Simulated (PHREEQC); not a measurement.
## Acid mine or pickling water: speciation

Synthetic water in mg/kgw, 25 °C, pH 2.56, pe 13: Na 14.4; K 25.5; Ca 186; Mg 23.5; Cl 142; S(6) as SO4 673; Cu(2) 0.0893; F 0.455.

Valence states are taken as typed.

Model: ion-association model, phreeqc.dat, run in PHREEQC.

Each row changes one thing in this solution. No solid was allowed to form.

| case | ionic strength (mol/kgw) | SO4-2 (mol/kgw) | Ca+2 (mol/kgw) | HSO4- (mol/kgw) | Mg+2 (mol/kgw) | HF (mol/kgw) | SI of Gypsum (CaSO4:2H2O) | SI of Fluorite (CaF2) |
|---|---|---|---|---|---|---|---|---|
| as made | 0.0230 | 0.00485 | 0.00362 | 0.000849 | 0.000706 | 1.86e-5 | -0.67 | -2.78 |
| Ca from 186 to 558 mg/kgw | 0.0377 | 0.00401 | 0.0118 | 0.000640 | 0.000779 | 1.84e-5 | -0.34 | -2.32 |
| all concentrations times 4 at the same typed pH | 0.0771 | 0.0174 | 0.0121 | 0.00237 | 0.00227 | 7.17e-5 | +0.14 | -1.20 |
| Cu(2) from 0.0893 to 0.179 mg/kgw | 0.0230 | 0.00485 | 0.00362 | 0.000849 | 0.000706 | 1.86e-5 | -0.67 | -2.78 |

Some of these states are supersaturated (in Gypsum, for instance).
